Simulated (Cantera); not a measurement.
## V + O2 + H2 (tantalum, niobium, vanadium and zirconium in process gases)

Feed: 1 mol V, 0.034 mol O2, a varied amount of H2, equilibrated at 1977 °C and 1.00 bar.

Cantera equilibrium calculation (NASA polynomials, part measured and part estimated; ideal gas, pure solids and liquids). Candidate condensed phases: H2O, V, VO, V2O3, V2O4, V2O5; 12 gas species. Each liquid is taken as pure. Mutual solubility and eutectic melting of coexisting phases are not modelled. VO: taken at fixed stoichiometry. Condensed phases not in the tables: N, O or C dissolved in the metal. Rates play no part.

From 12 mol H2 to 60 mol H2 the condensed part is V(l) + VO(l). From 100 mol H2 to 290 mol H2 the condensed part is V(l). The main V-bearing gas is V throughout. The share of V in condensed phases is highest at 12 mol H2 (99.9 %) and lowest at 290 mol H2 (97.8 %).

```
n(H2) (mol)  log p H2  log p H  log p H2O  log p V  log p VO  log p VO2  log p OH  log p O  n V(l)  n VO(l)
-----------  --------  -------  ---------  -------  --------  ---------  --------  -------  ------  -------
12               0.00    -2.13      -3.12    -4.20     -4.34      -5.40     -6.07    -8.36   0.940   0.0582
21               0.00    -2.13      -3.12    -4.20     -4.34      -5.40     -6.07    -8.36   0.947   0.0509
35               0.00    -2.13      -3.12    -4.20     -4.34      -5.40     -6.07    -8.36   0.957   0.0394
60               0.00    -2.13      -3.12    -4.20     -4.34      -5.40     -6.07    -8.36   0.974   0.0190
100              0.00    -2.13      -3.20    -4.20     -4.42      -5.56     -6.15    -8.44   0.990        0
170              0.00    -2.13      -3.43    -4.20     -4.65      -6.02     -6.38    -8.67   0.985        0
290              0.00    -2.13      -3.66    -4.20     -4.88      -6.48     -6.61    -8.90   0.978        0
```
log p: log10 of the partial pressure in bar; n: condensed amount in mol.
